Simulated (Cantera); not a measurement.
Source: NASA polynomial tables (part measured, part estimated), evaluated in Cantera. Values are per mole of reaction as written; species without (g) are pure solids or liquids, kept so even where they would boil at 1 bar.

Problem. Between 1598 and 1848 K, where is each reaction favourable under standard conditions?
- Zr + 2 OH(g) → H₂(g) + ZrO₂(g)

Solution. 
- Zr + 2 OH(g) → H₂(g) + ZrO₂(g): ΔG° is -352 kJ at 1598 K and -349 kJ at 1848 K; it stays negative (K > 1). ΔH° is -378 kJ and ΔS° -16 J/K at 1848 K.
